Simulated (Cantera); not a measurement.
What does this Cantera script print?

```python
import numpy as np
import cantera as ct

gas_names = """
    H H2 N NH NH2 NH3 N2 N2H2 N2H4 Si SiH SiH2 SiH3 SiH4 SiN Si2 Si2N Si3
""".split()
cond_names = """
    Si(cr) Si(L) Si3N4(a)
""".split()


def load(file, names, dense=False):
    # The tables refer to 1 bar. Condensed volumes are neglected.
    table = {s.name: s for s in ct.Species.list_from_file(file)}
    out = []
    for n in names:
        d = dict(table[n].input_data)
        d["thermo"] = dict(d["thermo"], **{"reference-pressure": 1e5})
        if dense:
            d["equation-of-state"] = {"model": "constant-volume", "density": "1e6 g/cm^3"}
        out.append(ct.Species.from_dict(d))
    return out


gas = ct.Solution(thermo="ideal-gas", species=load("nasa_gas.yaml", gas_names))
cond = {s.name: ct.Solution(thermo="fixed-stoichiometry", species=[s], name=s.name)
        for s in load("nasa_condensed.yaml", cond_names, dense=True)}
atoms = {
    'trisilylamine': {'Si': 3, 'N': 1, 'H': 9},
    'NH3': {'N': 1, 'H': 3},
    'N2': {'N': 2},
}
top_T = {'Si3N4(a)': 2400}  # K; cautious upper limits of use, not melting points


def equilibrate(T, P, feed):
    n = {}
    for name, mol in feed.items():
        for a, k in atoms[name].items():
            n[a] = n.get(a, 0.0) + k * mol
    gas.TPX = T, P, n
    mass = sum(n.values()) * gas.mean_molecular_weight
    gas.equilibrate("TP")
    valid = [c for c in cond.values() if c.min_temp <= T <= top_T.get(c.name, c.max_temp)]
    mix = ct.Mixture([(gas, mass / gas.mean_molecular_weight)] + [(c, 0.0) for c in valid])
    mix.T, mix.P = T, P
    mix.equilibrate("TP", solver="vcs", rtol=1e-11, max_steps=5000)
    return mix


results = []
feed = {'trisilylamine': 1, 'NH3': 0.37, 'N2': 0.56}  # mol
P = 1200  # Pa
for T in [1075, 1125, 1175, 1225, 1275, 1325, 1375, 1425, 1475, 1525, 1575, 1625, 1675]:
    mix = equilibrate(T, P, feed)
    results.append((T, P, feed, dict(zip(mix.species_names, mix.species_moles))))

top = {s: max(r[3][s] / sum(r[3][g] for g in gas_names) for r in results) for s in gas_names}
cols = sorted((s for s in top if top[s] > 0.0001), key=lambda s: -top[s])[:6]
seen = [c for c in cond_names if any(r[3].get(c, 0) > 1e-12 for r in results)]
print("log10 of partial pressures in bar; condensed amounts in mol")
print(f"{'T/K':>10s}" + "".join(f"{s[:9]:>10s}" for s in cols + seen))
for T, P, feed, n in results:
    ng = sum(n[g] for g in gas_names)
    print(f"{T:10.4g}" + "".join(f"{np.log10(max(n[s] / ng * P / 1e5, 1e-99)):10.3f}" for s in cols)
          + "".join(f"{n.get(c, 0):10.4g}" for c in seen))
```

It prints:

```
log10 of partial pressures in bar; condensed amounts in mol
       T/K        H2        N2         H    Si(cr)  Si3N4(a)
      1075    -1.921    -9.428    -8.794     1.133    0.6225
      1125    -1.921    -8.624    -8.313     1.133    0.6225
      1175    -1.921    -7.889    -7.872     1.133    0.6225
      1225    -1.921    -7.215    -7.467     1.133    0.6225
      1275    -1.921    -6.595    -7.093     1.133    0.6224
      1325    -1.921    -6.022    -6.747     1.133    0.6223
      1375    -1.921    -5.492    -6.426     1.135    0.6218
      1425    -1.921    -5.000    -6.127     1.139    0.6204
      1475    -1.922    -4.542    -5.848     1.151    0.6164
      1525    -1.924    -4.114    -5.588     1.181    0.6062
      1575    -1.928    -3.714    -5.345     1.256    0.5812
      1625    -1.938    -3.340    -5.120     1.433    0.5224
      1675    -1.960    -2.988    -4.915     1.842    0.3858
```

Method: chemical equilibrium by Gibbs-energy minimisation in Cantera with the NASA 1993 tables (ideal gas, pure condensed phases). The feed counts by its element totals alone. Mutual solubility and eutectic melting of coexisting phases are not modelled. Gases not in the tables: Si2H6 and higher silanes.
